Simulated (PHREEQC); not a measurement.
A solution holds 0.098 mmol/kgw Na2SiF6, at 25 °C. Closed to the air; pH follows from the charge balance.

Model: ion-association model, phreeqc.dat, run in PHREEQC.

```
quantity                    before     after
------------------------  --------  --------
pH                            3.63      4.17
ionic strength (mol/kgw)  0.000437  0.000107
F- (mol/kgw)              0.000437  0.000107
HF (mol/kgw)              0.000151   1.06e-5
HF2- (mol/kgw)             2.53e-7   4.36e-9
```

Question: What was changed between the two runs?
(A) diluted 10-fold with water
(B) Na2SiF6 from 9.8e-05 to 0.00098 mol/kgw
(C) diluted 5-fold with water
(D) Na2SiF6 from 9.8e-05 to 8.82e-05 mol/kgw
(E) 8.7e-05 mol/kgw NaOH added

Answer: C, diluted 5-fold with water

This is a speciation only: nothing precipitates in the calculation. SiF6-2 is the database's only silicon fluoride.
